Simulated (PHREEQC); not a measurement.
A solution holds 0.17 mol H2SO4, 0.00023 mol CaCl2 and 0.0415 mol CuCl2 per kg of water, at 20 °C. Closed to the air; pH follows from the charge balance.

Model: ion-association model, phreeqc.dat, run in PHREEQC.

The ionic strength comes out as 0.327 mol/kgw. What activity coefficients do Cu+2, CuCl+, H+, CaHSO4+, Ca+2 get?

Cu+2 0.29, CuCl+ 0.68, H+ 0.78, CaHSO4+ 0.73, Ca+2 0.29.

This is a speciation only: nothing precipitates in the calculation. Complexes and solids missing from the database can't appear.
